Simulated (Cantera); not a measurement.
Input: 1 mol SiCl₄, 5.5 mol HCl, 0.6 mol H₂, equilibrated at 2.90 bar.

Equilibrium computed with Cantera from the NASA thermochemical tables; the gas is ideal and each condensed phase is pure. Candidate condensed phases: Si; 19 gas species. The numbers say what is thermodynamically allowed, not how fast it happens. All values below are at 898 K.

Base state: HCl 0.775, SiCl₄ 0.141, H₂ 0.0845, SiHCl₃ 4.27e-5 (mole fractions); condensed: gas only.

### Question
What changes in the equilibrium state with this change: HCl from 5.5 to 0.53 mol?

### Answer
| species | before | after |
|---|---|---|
| SiCl₄ | 0.141 | 0.468 |
| H₂ | 0.0845 | 0.280 |
| HCl | 0.775 | 0.250 |
| SiHCl₃ | 4.27e-5 | 0.00146 |
